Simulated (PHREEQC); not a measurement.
Synthetic water in mg/L, 70 °C, pH 6.69, pe 9.8:

| constituent | mg/L |
|---|---|
| Na | 0.941 |
| K | 1.16 |
| Ca | 1.52 |
| Mg | 0.296 |
| Cl | 3.67 |
| S(6) as SO4 | 0.983 |
| Alkalinity as HCO3 | 2.96 |
| Pb | 1.05 |
| Li | 0.00617 |
| Sr | 0.248 |
| B | 0.0148 |
| Zn | 0.297 |
| Cd | 0.00634 |

Cl is adjusted to close the charge balance.
Valence states are taken as typed.

Computed with PHREEQC (ion-association model, phreeqc.dat).

```
Item                      Result
--------------  ----------------
ionic strength  0.000264 mol/kgw
```

```json
[
 {"species": "Cl-", "molality": "0.000128", "activity": "0.000125", "log γ": "-0.009"},
 {"species": "HCO3-", "molality": "4.50e-5", "activity": "4.41e-5", "log γ": "-0.009"},
 {"species": "Na+", "molality": "4.09e-5", "activity": "4.01e-5", "log γ": "-0.009"},
 {"species": "Ca+2", "molality": "3.78e-5", "activity": "3.49e-5", "log γ": "-0.035"},
 {"species": "K+", "molality": "2.97e-5", "activity": "2.91e-5", "log γ": "-0.009"},
 {"species": "CO2", "molality": "1.83e-5", "activity": "1.83e-5", "log γ": "0.000"},
 {"species": "Mg+2", "molality": "1.21e-5", "activity": "1.11e-5", "log γ": "-0.035"},
 {"species": "SO4-2", "molality": "1.01e-5", "activity": "9.26e-6", "log γ": "-0.035"},
 {"species": "Zn+2", "molality": "4.09e-6", "activity": "3.77e-6", "log γ": "-0.035"},
 {"species": "Pb+2", "molality": "3.63e-6", "activity": "3.34e-6", "log γ": "-0.036"},
 {"species": "Sr+2", "molality": "2.82e-6", "activity": "2.60e-6", "log γ": "-0.035"},
 {"species": "H3BO3", "molality": "1.36e-6", "activity": "1.36e-6", "log γ": "0.000"},
 {"species": "PbCO3", "molality": "9.34e-7", "activity": "9.35e-7", "log γ": "0.000"},
 {"species": "Li+", "molality": "8.89e-7", "activity": "8.71e-7", "log γ": "-0.009"}
]
```

Precipitation was switched off in this run. The solution is supersaturated, for example in Pb(OH)2, so a real one may precipitate; this is no full list. Away from 25 °C the constants follow the database's enthalpies or fits; those with neither stay at their 25 °C values.
